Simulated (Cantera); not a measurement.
Input: 1 mol trisilylamine, 15 mol N2, equilibrated at 20.0 Pa.

Cantera equilibrium calculation (NASA polynomials, part measured and part estimated; ideal gas, pure solids and liquids). Candidate condensed phases: Si, Si3N4; 18 gas species. The feed counts by its element totals alone. Equilibrium is a limit: real reactors are often held back by kinetics, nucleation or transport.

Over these rows the condensed part is Si3N4(s). Partial pressures as log10 of bar:

| T (K) | 1000/T (1/K) | log p Si | log p N2 | log p H2 |
|---|---|---|---|---|
| 1425 | 0.7018 | -9.58 | -3.82 | -4.30 |
| 1450 | 0.6897 | -9.14 | -3.82 | -4.30 |
| 1475 | 0.6780 | ? | -3.82 | -4.30 |
| 1500 | 0.6667 | -8.31 | -3.82 | -4.30 |
| 1525 | 0.6557 | -7.92 | -3.82 | -4.30 |
| 1550 | 0.6452 | -7.54 | -3.82 | -4.30 |

### Question
Fit log p(Si) = a + b·(1000/T) to the five rows, give the apparent enthalpy, and predict the row at 1475 K.

### Answer
Means: 1000/T = 0.6718, log p = -8.498. Sxy = -0.079699, Sxx = 0.0022132, so b = -36.01 and a = -8.498 − (-36.01)×0.6718 = 15.69.
Apparent enthalpy: −19.145 × (-36.01) = 689 kJ/mol. With the condensed phases at unit activity, 1/3 Si3N4(s) = Si(g) + 2/3 N2(g) links this pressure to the main gases: over the six rows their terms move log p by +0.00 in all, so the slope is close to that reaction's ΔH°. The five rows lie within 0.01 of the line.
Prediction at 1475 K: 15.69 + (-36.01)×0.6780 = -8.72. The computed value is -8.72, 0.00 from the line.
